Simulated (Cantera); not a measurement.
Standard-state values (1 bar) from the NASA 1993 polynomials, evaluated with Cantera. Values are per mole of reaction as written; species without (g) are pure solids or liquids, kept so even where they would boil at 1 bar.

Fe₂Cl₆(g) + 6 H(g) ⇌ 2 Fe + 6 HCl(g)

```json
[
 {"T (K)": "300", "ΔH° (kJ)": "-1207.6", "ΔS° (J/K)": "-49.6", "ΔG° (kJ)": "-1192.7", "log10 K": "207.66", "condensed phases": "Fe(α)"},
 {"T (K)": "1123", "ΔH° (kJ)": "-1246.0", "ΔS° (J/K)": "-122.0", "ΔG° (kJ)": "-1109.1", "log10 K": "51.59", "condensed phases": "Fe(α)"},
 {"T (K)": "1223", "ΔH° (kJ)": "-1248.1", "ΔS° (J/K)": "-123.7", "ΔG° (kJ)": "-1096.8", "log10 K": "46.84", "condensed phases": "Fe(γ)"},
 {"T (K)": "1323", "ΔH° (kJ)": "___", "ΔS° (J/K)": "___", "ΔG° (kJ)": "___", "log10 K": "___", "condensed phases": "Fe(γ)"},
 {"T (K)": "1423", "ΔH° (kJ)": "___", "ΔS° (J/K)": "___", "ΔG° (kJ)": "___", "log10 K": "___", "condensed phases": "Fe(γ)"},
 {"T (K)": "1523", "ΔH° (kJ)": "___", "ΔS° (J/K)": "___", "ΔG° (kJ)": "___", "log10 K": "___", "condensed phases": "Fe(γ)"}
]
```

**Question.** Complete the blanks.

**Answer.** 
- 1323, ΔH° (kJ): -1252.1
- 1323, ΔS° (J/K): -126.9
- 1323, ΔG° (kJ): -1084.2
- 1323, log10 K: 42.81
- 1423, ΔH° (kJ): -1255.6
- 1423, ΔS° (J/K): -129.4
- 1423, ΔG° (kJ): -1071.4
- 1423, log10 K: 39.33
- 1523, ΔH° (kJ): -1258.8
- 1523, ΔS° (J/K): -131.6
- 1523, ΔG° (kJ): -1058.4
- 1523, log10 K: 36.30
